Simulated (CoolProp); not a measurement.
Vapour-liquid equilibrium of n-butane (1) + R113 (2) at 1.66 bar; x and y are mole fractions of (1).

Model: multi-fluid Helmholtz-energy mixture model, Bücker 2006 and Marx 1992; pair parameters Bell 2016, in CoolProp.

Question: Give the bubble temperature and the first vapour's composition at x = 0.05, 0.2, 0.5. Is there an azeotrope?

Answer: x = 0.05: 330.4 K, y = 0.200; x = 0.2: 316.5 K, y = 0.558; x = 0.5: 300.5 K, y = 0.831. No azeotrope shows between x = 0.05 and 0.95.

The pair parameters rest on a limited set of measurements; away from them the model extrapolates.
